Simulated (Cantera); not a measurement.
Cantera run, input and output.

```python
import numpy as np
import cantera as ct

gas = ct.Solution("gri30.yaml")
gas.TPX = 1748, 2600000, {'CH4': 1, 'H2': 0.2, 'O2': 2.92, 'N2': 11}
reactor = ct.IdealGasConstPressureReactor(gas, energy="on", clone=False)
net = ct.ReactorNet([reactor])
net.rtol, net.atol = 1e-08, 1e-16
show = ['CH4', 'H2', 'O2', 'NO2', 'CH2CO', 'OH', 'HCO']
times = np.geomspace(4e-06, 0.4, 11)

steps = ct.SolutionArray(gas, extra=["t"])
rows = []
print(f"{'t/s':>10s}{'T/K':>9s}{'P/Pa':>11s}" + "".join(f"{s:>11s}" for s in show))
for t in times:
    while net.time < t:
        t_next = net.step()
        steps.append(gas.state, t=t_next)
    rows.append([np.interp(t, steps.t, y) for y in (steps.T, steps.P, *steps(*show).X.T)])
    print(f"{t:10.3e}{rows[-1][0]:9.1f}{rows[-1][1]:11.4g}" + "".join(f"{x:11.3e}" for x in rows[-1][2:]))
rate = np.gradient(steps.T, steps.t)
print("integrator steps:", len(steps.t))
if steps.T.max() > steps.T[0] + 200:
    print(f"time of steepest temperature rise: {steps.t[rate.argmax()]:.4e} s")
gas.TPX = 1748, 2600000, {'CH4': 1, 'H2': 0.2, 'O2': 2.92, 'N2': 11}
gas.equilibrate("HP")
print(f"equilibrium (HP): T = {gas.T:.1f} K  " + "  ".join(f"{s} {gas[s].X[0]:.3e}" for s in show))
```

Result:

```
       t/s      T/K       P/Pa        CH4         H2         O2        NO2      CH2CO         OH        HCO
 4.000e-06   1774.6    2.6e+06  6.021e-02  1.322e-02  1.888e-01  1.803e-11  8.820e-06  4.504e-05  1.795e-06
 1.265e-05   2935.7    2.6e+06  2.411e-15  3.967e-03  5.517e-02  1.788e-06  6.334e-17  1.676e-02  4.047e-08
 4.000e-05   2929.0    2.6e+06  2.356e-15  3.956e-03  5.294e-02  9.183e-06  5.174e-17  1.634e-02  3.953e-08
 1.265e-04   2916.5    2.6e+06  2.375e-15  3.945e-03  4.901e-02  2.169e-05  4.965e-17  1.560e-02  3.812e-08
 4.000e-04   2909.5    2.6e+06  2.388e-15  3.942e-03  4.685e-02  2.821e-05  4.850e-17  1.520e-02  3.739e-08
 1.265e-03   2909.2    2.6e+06  2.388e-15  3.942e-03  4.676e-02  2.847e-05  4.845e-17  1.518e-02  3.736e-08
 4.000e-03   2909.2    2.6e+06  2.388e-15  3.942e-03  4.676e-02  2.847e-05  4.845e-17  1.518e-02  3.736e-08
 1.265e-02   2909.2    2.6e+06  2.388e-15  3.942e-03  4.676e-02  2.847e-05  4.845e-17  1.518e-02  3.736e-08
 4.000e-02   2909.2    2.6e+06  2.388e-15  3.942e-03  4.676e-02  2.847e-05  4.845e-17  1.518e-02  3.736e-08
 1.265e-01   2909.2    2.6e+06  2.388e-15  3.942e-03  4.676e-02  2.847e-05  4.845e-17  1.518e-02  3.736e-08
 4.000e-01   2909.2    2.6e+06  2.388e-15  3.942e-03  4.676e-02  2.847e-05  4.845e-17  1.518e-02  3.736e-08
integrator steps: 1753
time of steepest temperature rise: 6.8950e-06 s
equilibrium (HP): T = 2909.2 K  CH4 3.175e-15  H2 3.942e-03  O2 4.676e-02  NO2 2.847e-05  CH2CO 5.676e-17  OH 1.518e-02  HCO 3.736e-08
```

Computed with Cantera and GRI-Mech 3.0 (53 species, 325 reactions). The pressure lies above the range GRI-Mech 3.0 was tuned for (to about 10 atm).
